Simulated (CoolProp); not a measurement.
Water along the isotherm 163.05 °C: density (kg/m³) from the reference equation and from simpler models built on Tc = 373.9 °C, pc = 22060 kPa, ω = 0.344; each cubic takes its own stable root.

Model: reference Helmholtz-energy equation of state, Wagner 2002, in CoolProp.

```tsv
p (kPa)	phase	reference
105	gas	0.5256
177	gas	0.8908
298	gas	1.514
503	gas	2.601
849	liquid	904.6
1430	liquid	904.9
2420	liquid	905.5
4080	liquid	906.5
6890	liquid	908.2
11600	liquid	910.9
19600	liquid	915.5
33100	liquid	922.8
```

Task: How far does each simpler model (van der Waals, Soave-Redlich-Kwong, Peng-Robinson) lie from the reference over these 12 states: mean and median of the absolute difference, and the worst?

Result: 
- van der Waals: mean 46.8 %, median 51.9 %, worst -99.5 % at 163.05 °C and 849 kPa
- Soave-Redlich-Kwong: mean 18.2 %, median 26.9 %, worst -27.1 % at 163.05 °C and 33100 kPa
- Peng-Robinson: mean 11.8 %, median 17.4 %, worst -17.8 % at 163.05 °C and 33100 kPa

At some of these states van der Waals gives the other phase, because its saturation line lies elsewhere.
